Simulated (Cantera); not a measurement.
A perfectly stirred reactor is fed with CH4 : O2 : N2 = 1 : 4.44 : 16.7 (molar parts), equivalence ratio 0.45, at 10.0 bar; it is adiabatic with a 598 K inlet, and is followed from long to short residence time, starting on the burning branch (τ in s: 0.12, 0.053, 0.023, 0.01, 0.0044, 0.0019, 0.00085, 0.00037, 0.00016, 7.1e-05, 3.1e-05, 1.4e-05).

Cantera simulation using GRI-Mech 3.0 (53 species, 325 reactions); the numbers are that mechanism's predictions, not measurements.

Question: What does this change do: O2 4.44 to 3 parts?

Answer: 
```csv
quantity,before,after
"blow-out, bracketed by the residence times tried","burning at 1.90 ms, out at 0.850 ms","burning at 0.850 ms, out at 0.370 ms"
x(CH4) at τ = 0.120 s,8.48e-6,6.43e-6
x(O2) at τ = 0.120 s,0.110,0.0483
x(C2H) at τ = 0.120 s,<1e-12,<1e-12
x(CO) at τ = 0.120 s,8.46e-5,7.62e-5
x(H2) at τ = 0.120 s,3.76e-6,9.73e-6
x(CH4) at τ = 0.850 ms,0.0452,0.000314
x(O2) at τ = 0.850 ms,0.201,0.0509
x(C2H) at τ = 0.850 ms,<1e-12,2.36e-10
x(CO) at τ = 0.850 ms,<1e-12,0.00389
x(H2) at τ = 0.850 ms,<1e-12,0.000339
```
